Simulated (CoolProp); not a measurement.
The fluid at 293.15 K and 0.495 MPa expands adiabatically to 0.243 MPa with isentropic efficiency 0.7. The same conditions are run with several fluids, on thermodynamics alone (safety and materials aside).

The numbers come from the reference Helmholtz-energy equation of state of each fluid (C3F8 (R218): Lemmon 2006; nitrous oxide: Lemmon 2006; ammonia: Gao 2020; R125: Lemmon 2005; R143a: Lemmon and Jacobsen 2000) in CoolProp.

Q: Rank C3F8 (R218), nitrous oxide, ammonia, R125, R143a by work (kJ/kg), highest first.

A: ammonia (62.3), nitrous oxide (24.8), R143a (12.8), R125 (9.11), C3F8 (R218) (5.71)

```tsv
fluid	final temperature (K)	final density (kg/m³)
C3F8 (R218)	282.0	20.9
nitrous oxide	261.8	5.01
ammonia	259.3	2.02
R125	277.7	13.3
R143a	274.4	9.49
```
